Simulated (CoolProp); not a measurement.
Vapour-liquid equilibrium of sulfur hexafluoride (1) + n-pentane (2) at 9.45 °C; x and y are mole fractions of (1).

Computed with CoolProp (multi-fluid Helmholtz-energy mixture model, Guder 2009 and Thol 2019; pair parameters Bell 2016).

```json
[
 {"x": "0.05", "bubble pressure (bar)": "3.370", "y at the bubble point": "0.884", "dew pressure at overall composition x (bar)": "0.3896", "liquid density (mol/L)": "8.906"},
 {"x": "0.125", "bubble pressure (bar)": "7.128", "y at the bubble point": "0.941", "dew pressure at overall composition x (bar)": "0.4235", "liquid density (mol/L)": "9.031"},
 {"x": "0.2", "bubble pressure (bar)": "9.878", "y at the bubble point": "0.955", "dew pressure at overall composition x (bar)": "0.4638", "liquid density (mol/L)": "9.152"},
 {"x": "0.275", "bubble pressure (bar)": "11.64", "y at the bubble point": "0.961", "dew pressure at overall composition x (bar)": "0.5124", "liquid density (mol/L)": "9.267"},
 {"x": "0.35", "bubble pressure (bar)": "12.59", "y at the bubble point": "0.963", "dew pressure at overall composition x (bar)": "0.5723", "liquid density (mol/L)": "9.376"},
 {"x": "0.425", "bubble pressure (bar)": "12.99", "y at the bubble point": "0.964", "dew pressure at overall composition x (bar)": "0.6479", "liquid density (mol/L)": "9.478"},
 {"x": "0.5", "bubble pressure (bar)": "13.09", "y at the bubble point": "0.965", "dew pressure at overall composition x (bar)": "0.7464", "liquid density (mol/L)": "9.573"},
 {"x": "0.575", "bubble pressure (bar)": "13.09", "y at the bubble point": "0.965", "dew pressure at overall composition x (bar)": "0.8800", "liquid density (mol/L)": "9.661"},
 {"x": "0.65", "bubble pressure (bar)": "13.14", "y at the bubble point": "0.965", "dew pressure at overall composition x (bar)": "1.072", "liquid density (mol/L)": "9.743"},
 {"x": "0.725", "bubble pressure (bar)": "13.33", "y at the bubble point": "0.966", "dew pressure at overall composition x (bar)": "1.371", "liquid density (mol/L)": "9.821"},
 {"x": "0.8", "bubble pressure (bar)": "13.72", "y at the bubble point": "0.969", "dew pressure at overall composition x (bar)": "1.902", "liquid density (mol/L)": "9.899"},
 {"x": "0.875", "bubble pressure (bar)": "14.37", "y at the bubble point": "0.975", "dew pressure at overall composition x (bar)": "3.108", "liquid density (mol/L)": "9.983"},
 {"x": "0.95", "bubble pressure (bar)": "15.32", "y at the bubble point": "0.987", "dew pressure at overall composition x (bar)": "8.594", "liquid density (mol/L)": "10.09"}
]
```

No azeotrope shows between x = 0.05 and 0.95.

The pair parameters rest on a limited set of measurements; away from them the model extrapolates. With so large a gap from Raoult's law the liquid may split in two, which this calculation doesn't test in full.
